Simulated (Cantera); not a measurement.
What does this Cantera script print?

```python
import numpy as np
import cantera as ct

gas_names = """
    CL TiCL3 TiCL4 H2 HCL
""".split()
cond_names = """
    TiCL4(L) TiCL3(s)
""".split()


def load(file, names, dense=False):
    # The tables refer to 1 bar. Condensed volumes are neglected.
    table = {s.name: s for s in ct.Species.list_from_file(file)}
    out = []
    for n in names:
        d = dict(table[n].input_data)
        d["thermo"] = dict(d["thermo"], **{"reference-pressure": 1e5})
        if dense:
            d["equation-of-state"] = {"model": "constant-volume", "density": "1e6 g/cm^3"}
        out.append(ct.Species.from_dict(d))
    return out


species = {s.name: s for s in load("nasa_gas.yaml", gas_names) + load("nasa_condensed.yaml", cond_names)}
# Each term lists the table entries of one substance; the one whose range holds T is used.
reactions = {
    'TiCl4 = Cl(g) + TiCl3(g)':
        [(-1, ['TiCL4(L)']), (1, ['CL']), (1, ['TiCL3'])],
    '2 TiCl4(g) + H2(g) = 2 TiCl3 + 2 HCl(g)':
        [(-2, ['TiCL4']), (-1, ['H2']), (2, ['TiCL3(s)']), (2, ['HCL'])],
}


def pick(names, T):
    return next(species[n] for n in names if species[n].thermo.min_temp <= T <= species[n].thermo.max_temp)


results = []
for label, terms in reactions.items():
    print(label)
    print("     T/K   dH/kJ  dS/(J/K)   dG/kJ   log10 K")
    for T in [300, 373, 398, 423, 448, 473]:
        used = [(nu, pick(names, T)) for nu, names in terms]
        dH = sum(nu * s.thermo.h(T) for nu, s in used) / 1e6
        dS = sum(nu * s.thermo.s(T) for nu, s in used) / 1e3
        dG = dH - T * dS / 1e3
        logK = -dG * 1e6 / (ct.gas_constant * T * np.log(10))
        results.append((label, T, dH, dS, dG, logK, [s.name for _, s in used]))
        print(f"{T:8g} {dH:8.1f} {dS:8.1f} {dG:8.1f} {logK:8.2f}")
```

It prints:

```
TiCl4 = Cl(g) + TiCl3(g)
     T/K   dH/kJ  dS/(J/K)   dG/kJ   log10 K
     300    386.1    229.3    317.3   -55.24
     373    382.5    218.8    300.9   -42.14
     398    381.4    215.8    295.5   -38.78
     423    380.3    213.1    290.1   -35.83
     448    379.2    210.6    284.8   -33.21
     473    378.1    208.2    279.6   -30.88
2 TiCl4(g) + H2(g) = 2 TiCl3 + 2 HCl(g)
     T/K   dH/kJ  dS/(J/K)   dG/kJ   log10 K
     300   -101.7   -187.0    -45.6     7.94
     373    -99.6   -180.5    -32.2     4.51
     398    -98.9   -178.8    -27.7     3.64
     423    -98.2   -177.2    -23.3     2.88
     448    -97.6   -175.8    -18.9     2.20
     473    -97.0   -174.4    -14.5     1.60
```

Source: NASA polynomial tables (part measured, part estimated), evaluated in Cantera. Condensed species are held in their standard states even where they would react or evaporate.
